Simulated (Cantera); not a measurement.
Input (Python, Cantera) and output of one run.

```python
import numpy as np
import cantera as ct

gas_names = """
    N NO NO2 NO3 N2 N2O O O2 O3 Zr ZrN ZrO ZrO2
""".split()
cond_names = """
    Zr(a) Zr(b) Zr(L) ZrN(s) ZrN(L) ZrO2(a) ZrO2(b) ZrO2(L)
""".split()


# ... load() reads the species with a 1 bar reference pressure and builds the phases ...
atoms = {
    'Zr': {'Zr': 1},
    'O2': {'O': 2},
    'N2': {'N': 2},
}
top_T = {}  # K; cautious upper limits of use, not melting points


# ... equilibrate(T, P, feed) seeds the gas with the atoms and calls Mixture.equilibrate('TP', solver="vcs", rtol=1e-11, max_steps=5000) ...
results = []
feed = {'Zr': 1, 'O2': 0.75, 'N2': 65}  # mol
P = 10000  # Pa
for T in [1275, 1350, 1425, 1500, 1575, 1650, 1725, 1800, 1875, 1950, 2025, 2100, 2175, 2250]:
    mix = equilibrate(T, P, feed)
    results.append((T, P, feed, dict(zip(mix.species_names, mix.species_moles))))

top = {s: max(r[3][s] / sum(r[3][g] for g in gas_names) for r in results) for s in gas_names}
cols = sorted((s for s in top if top[s] > 1e-06), key=lambda s: -top[s])[:8]
seen = [c for c in cond_names if any(r[3].get(c, 0) > 1e-12 for r in results)]
print("log10 of partial pressures in bar; condensed amounts in mol")
print(f"{'T/K':>10s}" + "".join(f"{s[:9]:>10s}" for s in cols + seen))
for T, P, feed, n in results:
    ng = sum(n[g] for g in gas_names)
    print(f"{T:10.4g}" + "".join(f"{np.log10(max(n[s] / ng * P / 1e5, 1e-99)):10.3f}" for s in cols)
          + "".join(f"{n.get(c, 0):10.4g}" for c in seen))
```

Result:

```
log10 of partial pressures in bar; condensed amounts in mol
       T/K        N2    ZrN(s)   ZrO2(a)   ZrO2(b)
      1275    -1.000      0.25      0.75         0
      1350    -1.000      0.25      0.75         0
      1425    -1.000      0.25      0.75         0
      1500    -1.000      0.25         0      0.75
      1575    -1.000      0.25         0      0.75
      1650    -1.000      0.25         0      0.75
      1725    -1.000      0.25         0      0.75
      1800    -1.000      0.25         0      0.75
      1875    -1.000      0.25         0      0.75
      1950    -1.000      0.25         0      0.75
      2025    -1.000      0.25         0      0.75
      2100    -1.000      0.25         0      0.75
      2175    -1.000      0.25         0      0.75
      2250    -1.000      0.25         0      0.75
```

Equilibrium computed with Cantera from the NASA thermochemical tables; the gas is ideal and each condensed phase is pure. Mutual solubility and eutectic melting of coexisting phases are not modelled. ZrN: taken at fixed stoichiometry. Condensed phases not in the tables: solid solutions among these carbides, nitrides and lower oxides.
